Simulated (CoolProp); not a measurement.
A simple Rankine cycle with n-perfluorobutane: condensing at 329.15 K, boiler at 1.51 MPa, turbine inlet 405.4 K, turbine efficiency 0.6, pump efficiency 0.8, no recuperator. Each further row changes one setting.

The numbers come from the reference Helmholtz-energy equation of state, Gao 2022 in CoolProp.

```
case                             thermal efficiency (%)  net work (kJ/kg)  heat in (kJ/kg)  turbine exit temperature (K)  volume ratio over the turbine
-------------------------------  ----------------------  ----------------  ---------------  ----------------------------  -----------------------------
as stated                                           3.7              5.19              141                         392.1                           2.58
turbine inlet 425.4 K                               3.5              5.70              162                         412.9                     (withheld)
condensing temperature 321.15 K              (withheld)              6.66              151                         389.6                           3.23
boiler pressure 1.06 MPa                            2.2              3.27              145                         398.6                     (withheld)
turbine efficiency 0.5                              3.0              4.19              141                         393.2                     (withheld)
```

**Question.** Fill in the missing entries.

**Answer.** 
- turbine inlet 425.4 K, volume ratio over the turbine: 2.50
- condensing temperature 321.15 K, thermal efficiency (%): 4.4
- boiler pressure 1.06 MPa, volume ratio over the turbine: 1.70
- turbine efficiency 0.5, volume ratio over the turbine: 2.59
